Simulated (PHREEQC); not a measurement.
# Brine (model solution)

Dissolve 1 mol MgCl2 and 0.00051 mol H4SiO4 per kg of water at 25 °C. Closed to the air; pH follows from the charge balance.

Computed with PHREEQC (Pitzer model, pitzer.dat).

The pH is 5.80, the ionic strength is 3.00 mol/kgw and the activity of water is 0.942. The density comes out as 1.071 g/cm³. The osmotic coefficient is 1.109.

```csv
species,molality,activity,log γ
Cl-,2.00,1.14,-0.244
Mg+2,1.00,0.559,-0.253
H4SiO4,0.000510,0.000820,0.207
H+,9.72e-7,1.59e-6,0.214
MgOH+,4.94e-7,5.14e-7,0.017
H3SiO4-,4.36e-7,7.60e-8,-0.759
OH-,4.20e-8,5.99e-9,-0.845
```

This is a speciation only: nothing precipitates in the calculation. In brines, pH and single-ion activities rest on the MacInnes convention.
